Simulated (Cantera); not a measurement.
A closed system holds: 1 mol FeCl₂, a varied amount of H₂, at 825 K and 0.00540 bar.

These are equilibrium values from Cantera (NASA tables, ideal gas, pure condensed phases), not measurements of a reactor. Candidate condensed phases: Fe, FeCl₂, FeCl₃; 11 gas species. The numbers say what is thermodynamically allowed, not how fast it happens.

Question: What share of the Fe ends up in condensed phases as a function of n(H₂) (mol), at 2.6, 3.3, 4.1, 5.2, 6.5, 8.1, 10, 13, 16?

Answer: 
| n(H₂) (mol) | Fe condensed (%) | as |
|---|---|---|
| 2.6 | 87.8 | Fe(α) |
| 3.3 | 91.0 | Fe(α) |
| 4.1 | 93.1 | Fe(α) |
| 5.2 | 94.8 | Fe(α) |
| 6.5 | 95.9 | Fe(α) |
| 8.1 | 96.8 | Fe(α) |
| 10 | 97.5 | Fe(α) |
| 13 | 98.1 | Fe(α) |
| 16 | 98.5 | Fe(α) |
